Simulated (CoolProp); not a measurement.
A simple Rankine cycle with R114: condensing at 321.15 K, boiler at 1.83 MPa, turbine inlet 388.3 K, turbine efficiency 0.6, pump efficiency 0.7, no recuperator. Each further row changes one setting.

Values from CoolProp's reference Helmholtz-energy equation of state, Platzer 1990. This equation is an older, rougher fit; its heat capacities, sound speeds and derivatives of the liquid may be far off and weren't checked against measurements.

```tsv
case	thermal efficiency (%)	net work (kJ/kg)	heat in (kJ/kg)	turbine exit temperature (K)	volume ratio over the turbine
as stated	7.3	11.0	151	349.1	5.36
turbine inlet 408.3 K	7.3	12.5	171	373.2	4.95
condensing temperature 313.15 K	8.1	13.0	159	345.2	6.74
boiler pressure 1.28 MPa	5.9	9.51	161	363.6	3.29
turbine efficiency 0.5	5.9	8.94	151	351.8	5.41
```
